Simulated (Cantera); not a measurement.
# Aluminium nitride and oxide growth: AlCl₃ + O₂ + N₂

Feed: 1 mol AlCl₃, 0.44 mol O₂, 71 mol N₂, equilibrated at 7.50 Torr.

Equilibrium computed with Cantera from the NASA thermochemical tables; the gas is ideal and each condensed phase is pure. Candidate condensed phases: Al, AlCl₃, AlN, Al₂O₃; 24 gas species. The tables' values for AlCl₂ are old estimates; treat these amounts as uncertain. Condensed phases not in the tables: AlOCl. The numbers say what is thermodynamically allowed, not how fast it happens.

```tsv
T (K)	x N₂	x Cl	x Cl₂	x AlCl₃	x AlCl	x AlCl₂	x AlOCl	x Al₂Cl₆	n Al₂O₃(s)
650	0.982	1.43e-7	0.0122	0.00559	<1e-12	<1e-12	<1e-12	6.63e-5	0.293
800	0.982	1.03e-5	0.0122	0.00572	<1e-12	<1e-12	<1e-12	1.09e-6	0.293
950	0.982	0.000194	0.0121	0.00572	<1e-12	<1e-12	<1e-12	6.75e-8	0.293
1100	0.981	0.00161	0.0114	0.00571	<1e-12	4.57e-11	<1e-12	9.31e-9	0.293
1250	0.979	0.00721	0.00853	0.00570	<1e-12	2.69e-9	1.34e-10	2.12e-9	0.293
1400	0.974	0.0170	0.00357	0.00567	1.66e-11	9.00e-8	8.13e-9	6.78e-10	0.293
1550	0.971	0.0225	0.000774	0.00565	6.05e-9	2.30e-6	2.20e-7	2.76e-10	0.293
1700	0.970	0.0238	0.000153	0.00561	1.10e-6	3.92e-5	3.29e-6	1.33e-10	0.293
1850	0.970	0.0245	3.81e-5	0.00516	8.21e-5	0.000395	3.07e-5	6.26e-11	0.293
2000	0.966	0.0282	1.46e-5	0.00271	0.00144	0.00142	0.000168	1.06e-11	0.289
```
x: gas mole fraction; n: condensed amount in mol.

From 650 K to 2000 K the condensed part is Al₂O₃(s). The main Al-bearing gas is AlCl₃ throughout.
